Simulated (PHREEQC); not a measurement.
Model water analysis in mmol/kgw, 25 °C, pH 7.46: Na 579; K 2.45; Ca 14.3; Mg 19.9; Cl 611; S(6) 24.3; Alkalinity (meq/kgw) 0.214; Si 0.0818; Br 3.

Valence states are taken as typed.

The numbers come from PHREEQC with the Pitzer model, pitzer.dat.

No solid was allowed to form.

What activity of water, charge-balance error does the model give?

activity of water 0.980; charge-balance error -1.0 %.

In which forms is C present?

HCO3- 95 %, CO2 4.1 %, CO3-2 0.8 % of the C.

Species that the database lacks are ignored.
